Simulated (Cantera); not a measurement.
Input: 1 mol Si3N4, 0.016 mol O2, 30 mol N2, at 1902 °C.

Method: chemical equilibrium by Gibbs-energy minimisation in Cantera with the NASA 1993 tables (ideal gas, pure condensed phases). Candidate condensed phases: Si, SiO2, Si2N2O, Si3N4; 16 gas species. The numbers say what is thermodynamically allowed, not how fast it happens.

Task: Which condensed phases are stable at each of these points (P (Pa)): 0.100, 1, 10, 100, 1000, 10000, 100000, 1000000?

Result: 
```
P (Pa)   condensed phases  Si condensed (%)
-------  ----------------  ----------------
0.100            gas only               0.0
1                gas only               0.0
10               gas only               0.0
100              gas only               0.0
1000                Si(l)              64.1
10000               Si(l)              95.2
100000              Si(l)              98.4
1000000          Si3N4(s)              98.9
```

From 0.000750 Torr to 0.750 Torr nothing is condensed. From 7.50 Torr to 750 Torr the condensed part is Si(l). At 7500 Torr the condensed part is Si3N4(s).
